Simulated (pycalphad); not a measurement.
Effect of Mg content in Al-Mg-Si

Computed with pycalphad from the COST 507 light-alloy database (1999), at 1 atm. The data set is of 1999 and partly superseded. Phase fractions are per mole of atoms. Diffusion is slow at the low end, where real alloys seldom reach equilibrium.

**Question.** One of these alloys has its liquidus at 654 °C, its solidus at 606 °C, and holds FCC_A1 0.99, DIAMOND_A4 0.01, MG2SI under 0.01 at 177 °C. Which?
A) Al-1.398Mg-0.8441Si (wt.%)
B) Al-2.791Mg-0.8454Si (wt.%)
C) Al-0.2342Mg-0.8431Si (wt.%)
D) Al-1.859Mg-0.8446Si (wt.%)
E) Al-3.725Mg-0.8463Si (wt.%)

**Answer.** C, Al-0.2342Mg-0.8431Si (wt.%). The others: Al-1.398Mg-0.8441Si (wt.%), liquidus 648, solidus 583; Al-1.859Mg-0.8446Si (wt.%), liquidus 646, solidus 588; Al-2.791Mg-0.8454Si (wt.%), liquidus 642, solidus 594; Al-3.725Mg-0.8463Si (wt.%), liquidus 637, solidus 593

Database names, with the compositions (at.%) that they take in these runs: MG2SI: Mg 67 Si 33. FCC_A1 is fcc; DIAMOND_A4 is diamond (Si).
